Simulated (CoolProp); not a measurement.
R227EA along the isotherm 349.7 K: Z from the reference equation and from simpler models built on Tc = 374.9 K, pc = 2925 kPa, ω = 0.358; each cubic takes its own stable root.

Model: reference Helmholtz-energy equation of state, Lemmon 2016, in CoolProp.

| p (kPa) | phase | reference | Pitzer virial | van der Waals |
|---|---|---|---|---|
| 146 | gas | 0.9777 | 0.9775 | 0.9822 |
| 293 | gas | 0.9545 | 0.9548 | 0.9637 |
| 439 | gas | 0.9306 | 0.9322 | 0.9447 |
| 585 | gas | 0.9056 | 0.9097 | 0.9250 |
| 731 | gas | 0.8795 | 0.8871 | 0.9045 |
| 878 | gas | 0.8517 | 0.8644 | ? |
| 1020 | gas | 0.8232 | 0.8425 | 0.8610 |
| 1170 | gas | 0.7909 | ? | 0.8367 |
| 1320 | gas | 0.7557 | 0.7962 | 0.8107 |
| 1460 | gas | ? | 0.7745 | 0.7848 |

Problem. What belongs in the gaps?

Solution. 
- 878, van der Waals: 0.8829
- 1170, Pitzer virial: 0.8193
- 1460, reference: 0.7193
